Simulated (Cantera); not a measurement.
Feed: 1 mol C2F6, equilibrated at 4.90 mbar.

Equilibrium computed with Cantera from the NASA thermochemical tables; the gas is ideal and each condensed phase is pure. Candidate condensed phases: C; 13 gas species. The feed counts by its element totals alone. Gases not in the tables: C2F6 and larger saturated fluorocarbons. Kinetics and transport are ignored.

x: gas mole fraction; n: condensed amount in mol.

```tsv
T (K)	x CF4	x F	x CF2	x CF3	n C(graphite)
1648	0.994	0.00104	0.00453	0.000603	0.497
1748	0.980	0.00389	0.0144	0.00153	0.490
1848	0.944	0.0125	0.0395	0.00345	0.473
1948	(withheld)	(withheld)	(withheld)	(withheld)	(withheld)
2048	(withheld)	(withheld)	(withheld)	(withheld)	(withheld)
2148	0.459	0.187	0.337	0.0155	0.223
2248	0.203	0.335	0.443	0.0147	0.0829
2348	0.0547	0.498	0.428	0.00914	0.130
```

**Question.** What belongs in the gaps?

**Answer.** 
- 2048, x CF4: 0.704
- 2048, x F: 0.0873
- 2048, x CF2: 0.197
- 2048, x CF3: 0.0116
- 2048, n C(graphite): 0.356
- 1948, x CF4: 0.863
- 1948, x F: 0.0353
- 1948, x CF2: 0.0950
- 1948, x CF3: 0.00685
- 1948, n C(graphite): 0.434
